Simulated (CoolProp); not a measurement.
200 sccm (0 °C, 1 atm) of nitrogen bubbles through liquid ethylbenzene at 369.4 K and leaves saturated at a total pressure of 0.15 MPa (ideal gas phase). Each further row changes one setting.

The numbers come from the reference Helmholtz-energy equation of state, Zhou 2012 in CoolProp.

```tsv
case	vapour pressure (kPa)	mole fraction of vapour	delivery (mg/min)	delivery (sccm)	change of delivery for a bath 1 K warmer (%)
as stated	30.2	0.201	…	…	4.4
bath temperature 374.4 K	35.7	…	296	62.5	4.5
total pressure 0.3 MPa	30.2	0.101	…	22.4	…
```

Complete the blanks.


- as stated, delivery (mg/min): 239
- as stated, delivery (sccm): 50.4
- bath temperature 374.4 K, mole fraction of vapour: 0.238
- total pressure 0.3 MPa, delivery (mg/min): 106
- total pressure 0.3 MPa, change of delivery for a bath 1 K warmer (%): 3.9
